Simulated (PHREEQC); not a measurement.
A solution holds 1e-05 mol HCl, 4.3e-06 mol LiCl and 2.4e-06 mol NiSO4 per kg of water, at 25 °C. Closed to the air; pH follows from the charge balance.

Model: ion-association model, wateq4f.dat, run in PHREEQC.

This is a speciation only: nothing precipitates in the calculation.

Task: What pH does the model give?

Result: pH 5.00.
